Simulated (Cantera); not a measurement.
Input: 1 mol Fe₃O₄, 1.2 mol C, 0.55 mol H₂, held at 0.580 bar.

Method: chemical equilibrium by Gibbs-energy minimisation in Cantera with the NASA 1993 tables (ideal gas, pure condensed phases). Candidate condensed phases: C, C₆H₆, C₇H₈, C₈H₁₈, Fe, Fe(CO)₅, FeO, Fe(OH)₂, Fe(OH)₃, Fe₂O₃, Fe₃O₄, H₂O; 114 gas species. Mutual solubility and eutectic melting of coexisting phases are not modelled. The tables' stoichiometric FeO is somewhat more stable than real wüstite, so its field is too wide. FeO: taken at fixed stoichiometry. Equilibrium is a limit: real reactors are often held back by kinetics, nucleation or transport.

Problem. Which condensed phases are stable at each of these points (T (K)): 1150, 1225, 1300, 1375, 1450, 1525, 1600, 1675, 1750?

Solution. 
```csv
T (K),condensed phases,Fe condensed (%)
1150,Fe(α) + FeO(s),100.0
1225,Fe(γ) + FeO(s),100.0
1300,Fe(γ) + FeO(s),100.0
1375,Fe(γ) + FeO(s),100.0
1450,Fe(γ) + FeO(s),100.0
1525,Fe(γ) + FeO(s),100.0
1600,Fe(γ) + FeO(s),100.0
1675,Fe(δ) + FeO(l),100.0
1750,Fe(δ) + FeO(l),100.0
```

At 1150 K the condensed part is Fe(α) + FeO(s). From 1225 K to 1600 K the condensed part is Fe(γ) + FeO(s). From 1675 K to 1750 K the condensed part is Fe(δ) + FeO(l).
